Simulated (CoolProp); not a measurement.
Vapour-liquid equilibrium of toluene (1) + p-xylene (2) at 0.104 MPa; x and y are mole fractions of (1).

The numbers come from the multi-fluid Helmholtz-energy mixture model, Lemmon 2006 and Zhou 2012; pair parameters Bell 2016 in CoolProp.

Q: Give the bubble temperature and the first vapour's composition at x = 0.25, 0.65, 0.75. Is there an azeotrope?

A: x = 0.25: 403.4 K, y = 0.407; x = 0.65: 392.1 K, y = 0.796; x = 0.75: 389.8 K, y = 0.863. No azeotrope shows between x = 0.05 and 0.95.

Pair parameters are fitted to limited data, so mixtures are less certain than the pure fluids.
